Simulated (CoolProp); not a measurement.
Vapour-liquid equilibrium of p-xylene (1) + n-nonane (2) at 0.00134 MPa; x and y are mole fractions of (1).

Model: multi-fluid Helmholtz-energy mixture model, Zhou 2012 and Lemmon 2006; pair parameters Bell 2016, in CoolProp.

```csv
x,bubble temperature (K),y at the bubble point,dew temperature at overall composition x (K),liquid density (mol/L)
0.05,311.2,0.101,311.7,5.576
0.125,309.9,0.230,311.0,5.724
0.2,308.7,0.338,310.2,5.877
0.275,307.7,0.432,309.4,6.037
0.35,306.7,0.515,308.6,6.204
0.425,305.9,0.589,307.8,6.379
0.5,305.0,0.657,306.9,6.562
0.575,304.3,0.719,306.0,6.754
0.65,303.5,0.777,305.1,6.956
0.725,302.8,0.831,304.2,7.168
0.8,302.1,0.881,303.2,7.392
0.875,301.5,0.928,302.2,7.628
0.95,300.8,0.972,301.2,7.877
```

No azeotrope shows between x = 0.05 and 0.95.

The pair parameters rest on a limited set of measurements; away from them the model extrapolates.
